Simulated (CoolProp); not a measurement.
Values from CoolProp's reference Helmholtz-energy equation of state, Smukala 2000.

**Question.** Give the vapour pressure (kPa), enthalpy of vaporisation (kJ/kg), liquid cp (kJ/(kg K)) of saturated ethylene at 181.5, 227.7 K.

**Answer.** 
| T (K) | p (kPa) | enthalpy of vaporisation (kJ/kg) | liquid cp (kJ/(kg K)) |
|---|---|---|---|
| 181.5 | 196 | 464 | 2.45 |
| 227.7 | 1230 | 372 | 2.80 |
